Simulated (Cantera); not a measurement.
Ammonia decomposition in nitride growth gas

A perfectly stirred reactor is fed with 84.7 % NH₃, 15.3 % N₂, at 0.0133 bar; it is held at 2050 K, and followed from long to short residence time.

Detailed kinetics in Cantera: the gas-phase N/H chemistry of the illustrative SiF4/NH3 mechanism in the Surface Chemkin manual (1991). Walls and surfaces, which speed up NH3 decomposition in real reactors, are not modelled.

```tsv
τ (s)	x NH₃	x N	x N₂H₄	x NH	x N₂
0.70	0.379	2.06e-6	4.89e-9	2.79e-5	0.240
0.34	0.527	1.77e-6	7.95e-9	2.95e-5	0.212
0.17	0.651	1.35e-6	1.12e-8	2.88e-5	0.189
0.082	0.742	8.45e-7	1.43e-8	2.60e-5	0.172
0.040	0.794	4.39e-7	1.64e-8	2.19e-5	0.162
0.019	0.823	1.88e-7	1.65e-8	1.75e-5	0.156
0.0095	0.837	7.52e-8	1.38e-8	1.35e-5	0.154
0.0046	0.843	2.46e-8	8.20e-9	8.71e-6	0.153
0.0023	0.846	7.89e-9	3.15e-9	4.21e-6	0.153
0.0011	0.847	2.58e-9	8.04e-10	1.36e-6	0.153
0.00054	0.847	6.67e-10	1.96e-10	3.60e-7	0.153
```
x: mole fraction; the columns are a selection and need not sum to one.
